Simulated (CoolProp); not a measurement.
Vapour-liquid equilibrium of methanol (1) + dimethyl carbonate (2) at 0.515 bar; x and y are mole fractions of (1).

The numbers come from the multi-fluid Helmholtz-energy mixture model, de Reuck 1993 and Zhou 2011; pair parameters Bell 2016 in CoolProp.

**Question.** Give the bubble temperature and the first vapour's composition at x = 0.35, 0.5, 0.725. Is there an azeotrope?

**Answer.** x = 0.35: 323.2 K, y = 0.649; x = 0.5: 321.5 K, y = 0.706; x = 0.725: 320.4 K, y = 0.777. y crosses x between x = 0.8 and 0.875: the model has an azeotrope there.

The pair parameters rest on a limited set of measurements; away from them the model extrapolates.
